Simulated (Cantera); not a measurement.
Cantera run:

```python
import numpy as np
import cantera as ct

gas_names = """
    Br Br2 H HBr H2 Si SiBr SiBr2 SiBr3 SiBr4 SiH SiHBr3 SiH2 SiH2Br2 SiH3 SiH3Br SiH4 Si2 Si3
""".split()
cond_names = """
    Br2(cr) Br2(L) Si(cr) Si(L)
""".split()


def load(file, names, dense=False):
    # The tables refer to 1 bar. Condensed volumes are neglected.
    table = {s.name: s for s in ct.Species.list_from_file(file)}
    out = []
    for n in names:
        d = dict(table[n].input_data)
        d["thermo"] = dict(d["thermo"], **{"reference-pressure": 1e5})
        if dense:
            d["equation-of-state"] = {"model": "constant-volume", "density": "1e6 g/cm^3"}
        out.append(ct.Species.from_dict(d))
    return out


gas = ct.Solution(thermo="ideal-gas", species=load("nasa_gas.yaml", gas_names))
cond = {s.name: ct.Solution(thermo="fixed-stoichiometry", species=[s], name=s.name)
        for s in load("nasa_condensed.yaml", cond_names, dense=True)}
atoms = {
    'Si': {'Si': 1},
    'HBr': {'H': 1, 'Br': 1},
    'H2': {'H': 2},
}
top_T = {}  # K; cautious upper limits of use, not melting points


def equilibrate(T, P, feed):
    n = {}
    for name, mol in feed.items():
        for a, k in atoms[name].items():
            n[a] = n.get(a, 0.0) + k * mol
    gas.TPX = T, P, n
    mass = sum(n.values()) * gas.mean_molecular_weight
    gas.equilibrate("TP")
    valid = [c for c in cond.values() if c.min_temp <= T <= top_T.get(c.name, c.max_temp)]
    mix = ct.Mixture([(gas, mass / gas.mean_molecular_weight)] + [(c, 0.0) for c in valid])
    mix.T, mix.P = T, P
    mix.equilibrate("TP", solver="vcs", rtol=1e-11, max_steps=5000)
    return mix


results = []
feed = {'Si': 1, 'HBr': 17, 'H2': 12}  # mol
P = 1000  # Pa
for T in [673, 748, 823, 898, 973, 1048, 1123, 1198, 1273, 1348, 1423, 1498, 1573, 1648]:
    mix = equilibrate(T, P, feed)
    results.append((T, P, feed, dict(zip(mix.species_names, mix.species_moles))))

top = {s: max(r[3][s] / sum(r[3][g] for g in gas_names) for r in results) for s in gas_names}
cols = sorted((s for s in top if top[s] > 1e-05), key=lambda s: -top[s])[:8]
seen = [c for c in cond_names if any(r[3].get(c, 0) > 1e-12 for r in results)]
print("log10 of partial pressures in bar; condensed amounts in mol")
print(f"{'T/K':>10s}" + "".join(f"{s[:9]:>10s}" for s in cols + seen))
for T, P, feed, n in results:
    ng = sum(n[g] for g in gas_names)
    print(f"{T:10.4g}" + "".join(f"{np.log10(max(n[s] / ng * P / 1e5, 1e-99)):10.3f}" for s in cols)
          + "".join(f"{n.get(c, 0):10.4g}" for c in seen))
```

It prints:

```
log10 of partial pressures in bar; condensed amounts in mol
       T/K       HBr        H2        Br     SiBr4     SiBr2     SiBr3         H    SiHBr3
       673    -2.333    -2.301   -10.435    -3.447   -13.771   -10.618   -15.408    -7.594
       748    -2.333    -2.301    -9.262    -3.447   -11.566    -9.266   -13.691    -7.040
       823    -2.333    -2.301    -8.301    -3.447    -9.771    -8.165   -12.285    -6.590
       898    -2.333    -2.301    -7.498    -3.448    -8.283    -7.251   -11.111    -6.219
       973    -2.333    -2.301    -6.817    -3.449    -7.030    -6.481   -10.117    -5.907
      1048    -2.333    -2.301    -6.233    -3.453    -5.964    -5.828    -9.263    -5.645
      1123    -2.331    -2.303    -5.723    -3.470    -5.061    -5.278    -8.522    -5.433
      1198    -2.326    -2.308    -5.271    -3.537    -4.340    -4.857    -7.875    -5.310
      1273    -2.313    -2.321    -4.859    -3.729    -3.862    -4.633    -7.307    -5.351
      1348    -2.302    -2.334    -4.491    -4.081    -3.624    -4.616    -6.803    -5.571
      1423    -2.299    -2.341    -4.170    -4.531    -3.529    -4.729    -6.348    -5.891
      1498    -2.302    -2.343    -3.890    -5.004    -3.495    -4.889    -5.936    -6.236
      1573    -2.312    -2.342    -3.645    -5.464    -3.483    -5.060    -5.562    -6.572
      1648    -2.328    -2.338    -3.429    -5.906    -3.480    -5.231    -5.220    -6.891
```

Method: chemical equilibrium by Gibbs-energy minimisation in Cantera with the NASA 1993 tables (ideal gas, pure condensed phases). The tables' values for SiBr3, SiBr are old estimates; treat these amounts as uncertain.
